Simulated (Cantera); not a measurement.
A perfectly stirred reactor is fed with 16.4 % C₂H₄, 83.6 % H₂, at 750 Torr; it is held at 1700 K, and followed from long to short residence time.

Cantera simulation using GRI-Mech 3.0 (53 species, 325 reactions); the numbers are that mechanism's predictions, not measurements. GRI-Mech 3.0 was tuned for natural gas; its chemistry of ethylene as a main component is partial and can be far from experiment. GRI-Mech 3.0 stops at C3 and has no aromatics, soot or wall deposition, so with more carbon than oxygen in the feed, carbon stays in small species such as C2H2 where larger ones or solid carbon would form.

x: mole fraction; the columns are a selection and need not sum to one.

```json
[
 {"τ (s)": "0.47", "x C₂H₄": "0.00526", "x H₂": "0.839", "x H": "0.000137", "x CH₂": "1.67e-8", "x C₂H₆": "8.39e-6", "x C₂H": "1.15e-7", "x CH₄": "0.0295"},
 {"τ (s)": "0.18", "x C₂H₄": "0.00560", "x H₂": "0.843", "x H": "0.000140", "x CH₂": "1.42e-8", "x C₂H₆": "7.39e-6", "x C₂H": "1.18e-7", "x CH₄": "0.0239"},
 {"τ (s)": "0.068", "x C₂H₄": "0.00640", "x H₂": "0.848", "x H": "0.000143", "x CH₂": "1.02e-8", "x C₂H₆": "6.65e-6", "x C₂H": "1.22e-7", "x CH₄": "0.0158"},
 {"τ (s)": "0.026", "x C₂H₄": "0.00826", "x H₂": "0.852", "x H": "0.000143", "x CH₂": "6.58e-9", "x C₂H₆": "7.44e-6", "x C₂H": "1.22e-7", "x CH₄": "0.00905"},
 {"τ (s)": "0.0099", "x C₂H₄": "___", "x H₂": "0.854", "x H": "0.000135", "x CH₂": "4.72e-9", "x C₂H₆": "___", "x C₂H": "1.13e-7", "x CH₄": "___"},
 {"τ (s)": "0.0038", "x C₂H₄": "0.0257", "x H₂": "0.853", "x H": "0.000120", "x CH₂": "4.88e-9", "x C₂H₆": "2.00e-5", "x C₂H": "9.19e-8", "x CH₄": "0.00351"},
 {"τ (s)": "0.0014", "x C₂H₄": "0.0540", "x H₂": "0.850", "x H": "0.000105", "x CH₂": "7.11e-9", "x C₂H₆": "3.85e-5", "x C₂H": "6.42e-8", "x CH₄": "0.00233"},
 {"τ (s)": "0.00054", "x C₂H₄": "___", "x H₂": "0.845", "x H": "___", "x CH₂": "___", "x C₂H₆": "___", "x C₂H": "___", "x CH₄": "___"}
]
```

Fill in the missing entries.


- 0.0099, x C₂H₄: 0.0131
- 0.0099, x C₂H₆: 1.10e-5
- 0.0099, x CH₄: 0.00530
- 0.00054, x C₂H₄: 0.0940
- 0.00054, x H: 9.17e-5
- 0.00054, x CH₂: 1.01e-8
- 0.00054, x C₂H₆: 5.91e-5
- 0.00054, x C₂H: 3.60e-8
- 0.00054, x CH₄: 0.00132
